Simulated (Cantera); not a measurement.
Adiabatic ignition

An adiabatic, constant-volume homogeneous reactor starts with 3.25 % CH4, 20.3 % O2, 76.4 % N2, equivalence ratio 0.32, at 1400 K and 2.57 atm.

Detailed kinetics in Cantera: GRI-Mech 3.0 (53 species, 325 reactions).

```csv
t (s),T (K),P (bar),x CH4,x O2,x C2H6,x H2O2,x C2H,x HCN
7.00e-6,1400,2.60,0.0325,0.203,7.41e-12,1.04e-9,<1e-12,<1e-12
1.50e-5,1400,2.60,0.0325,0.203,8.16e-11,3.57e-9,<1e-12,<1e-12
3.21e-5,1400,2.60,0.0325,0.203,9.85e-10,1.01e-8,<1e-12,<1e-12
6.88e-5,1400,2.60,0.0325,0.203,1.47e-8,2.41e-8,<1e-12,<1e-12
0.000147,1400,2.60,0.0325,0.203,3.33e-7,4.98e-8,<1e-12,<1e-12
0.000316,1400,2.60,0.0324,0.203,1.15e-5,1.01e-7,<1e-12,<1e-12
0.000676,1407,2.61,0.0313,0.202,0.000197,7.65e-7,<1e-12,<1e-12
0.00145,2265,4.21,<1e-12,0.137,<1e-12,1.94e-7,<1e-12,<1e-12
0.00310,2264,4.21,<1e-12,0.137,<1e-12,1.94e-7,<1e-12,<1e-12
0.00665,2263,4.21,<1e-12,0.137,<1e-12,1.93e-7,<1e-12,<1e-12
0.0142,2260,4.20,<1e-12,0.136,<1e-12,1.91e-7,<1e-12,<1e-12
0.0305,2255,4.19,<1e-12,0.135,<1e-12,1.87e-7,<1e-12,<1e-12
0.0654,2247,4.18,<1e-12,0.134,<1e-12,1.83e-7,<1e-12,<1e-12
0.140,2240,4.16,<1e-12,0.132,<1e-12,1.78e-7,<1e-12,<1e-12
0.300,2237,4.16,<1e-12,0.132,<1e-12,1.76e-7,<1e-12,<1e-12
```
x: mole fraction; the columns are a selection and need not sum to one.

```json
{
 "time_of_steepest_temperature_rise": "0.980 ms",
 "temperature at 0.300 s": "2237 K",
 "equilibrium_temperature": "2237 K",
 "x(CH4) at 0.300 s": "<1e-12 (gas-phase equilibrium <1e-12)",
 "x(O2) at 0.300 s": "0.132 (gas-phase equilibrium 0.132)",
 "x(C2H6) at 0.300 s": "<1e-12 (gas-phase equilibrium <1e-12)"
}
```
